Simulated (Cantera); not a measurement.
Input (Python, Cantera):

```python
import numpy as np
import cantera as ct

gas = ct.Solution("gri30.yaml")
gas.TPX = 1100, 1000000, {'CH4': 1, 'H2': 0.49, 'O2': 1.5, 'N2': 5.63}
reactor = ct.IdealGasReactor(gas, energy="on", clone=False)
net = ct.ReactorNet([reactor])
net.rtol, net.atol = 1e-08, 1e-16
show = ['CH4', 'H2', 'O2', 'C2H', 'CH2CO']
times = np.geomspace(3e-06, 0.3, 16)

steps = ct.SolutionArray(gas, extra=["t"])
rows = []
print(f"{'t/s':>10s}{'T/K':>9s}{'P/Pa':>11s}" + "".join(f"{s:>11s}" for s in show))
for t in times:
    while net.time < t:
        t_next = net.step()
        steps.append(gas.state, t=t_next)
    rows.append([np.interp(t, steps.t, y) for y in (steps.T, steps.P, *steps(*show).X.T)])
    print(f"{t:10.3e}{rows[-1][0]:9.1f}{rows[-1][1]:11.4g}" + "".join(f"{x:11.3e}" for x in rows[-1][2:]))
rate = np.gradient(steps.T, steps.t)
print("integrator steps:", len(steps.t))
if steps.T.max() > steps.T[0] + 200:
    print(f"time of steepest temperature rise: {steps.t[rate.argmax()]:.4e} s")
gas.TPX = 1100, 1000000, {'CH4': 1, 'H2': 0.49, 'O2': 1.5, 'N2': 5.63}
gas.equilibrate("UV")
print(f"equilibrium (UV): T = {gas.T:.1f} K  " + "  ".join(f"{s} {gas[s].X[0]:.3e}" for s in show))
```

Output:

```
       t/s      T/K       P/Pa        CH4         H2         O2        C2H      CH2CO
 3.000e-06   1100.0      1e+06  1.160e-01  5.684e-02  1.740e-01  3.845e-38  2.762e-25
 6.463e-06   1100.0      1e+06  1.160e-01  5.684e-02  1.740e-01  1.585e-36  1.411e-23
 1.392e-05   1100.0      1e+06  1.160e-01  5.684e-02  1.740e-01  5.907e-35  5.342e-22
 3.000e-05   1100.0      1e+06  1.160e-01  5.684e-02  1.740e-01  1.919e-33  1.506e-20
 6.463e-05   1100.0      1e+06  1.160e-01  5.684e-02  1.740e-01  6.100e-32  3.397e-19
 1.392e-04   1100.0      1e+06  1.160e-01  5.684e-02  1.740e-01  3.903e-30  1.024e-17
 3.000e-04   1100.0      1e+06  1.160e-01  5.684e-02  1.740e-01  2.579e-27  1.443e-15
 6.463e-04   1101.7  1.001e+06  1.159e-01  5.670e-02  1.738e-01  2.404e-21  2.651e-11
 1.392e-03   2894.5  2.801e+06  1.456e-10  8.047e-02  1.851e-04  4.031e-15  9.096e-13
 3.000e-03   2892.9  2.799e+06  1.476e-10  8.062e-02  1.822e-04  4.046e-15  9.188e-13
 6.463e-03   2892.9  2.799e+06  1.476e-10  8.062e-02  1.822e-04  4.046e-15  9.188e-13
 1.392e-02   2892.9  2.799e+06  1.476e-10  8.062e-02  1.822e-04  4.046e-15  9.188e-13
 3.000e-02   2892.9  2.799e+06  1.476e-10  8.062e-02  1.822e-04  4.046e-15  9.188e-13
 6.463e-02   2892.9  2.799e+06  1.476e-10  8.062e-02  1.822e-04  4.046e-15  9.188e-13
 1.392e-01   2892.9  2.799e+06  1.476e-10  8.062e-02  1.822e-04  4.046e-15  9.188e-13
 3.000e-01   2892.9  2.799e+06  1.476e-10  8.062e-02  1.822e-04  4.046e-15  9.188e-13
integrator steps: 2236
time of steepest temperature rise: 1.2937e-03 s
equilibrium (UV): T = 2892.9 K  CH4 1.670e-10  H2 8.062e-02  O2 1.822e-04  C2H 4.405e-15  CH2CO 1.002e-12
```

Cantera simulation using GRI-Mech 3.0 (53 species, 325 reactions); the numbers are that mechanism's predictions, not measurements.
